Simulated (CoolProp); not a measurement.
p-xylene at several states: fugacity coefficient from the reference equation and from simpler models built on Tc = 616.2 K, pc = 35.32 bar, ω = 0.324; each cubic takes its own stable root.

Computed with CoolProp (reference Helmholtz-energy equation of state, Zhou 2012).

```
T (K)  p (bar)   phase  reference  van der Waals  Redlich-Kwong  Peng-Robinson
-----  -------  ------  ---------  -------------  -------------  -------------
356.1     2.59  liquid    0.06733         0.8822         0.1844        0.06722
569        207  liquid     0.1380         0.2579         0.1783         0.1435
547.7    0.591     gas     0.9907         0.9934         0.9920         0.9908
444.2     17.6  liquid     0.1262         0.4239         0.2166         0.1276
341.9     6.85  liquid    0.01489         0.2740        0.04512        0.01488
437.5     20.5  liquid    0.09490         0.3482         0.1683        0.09589
```
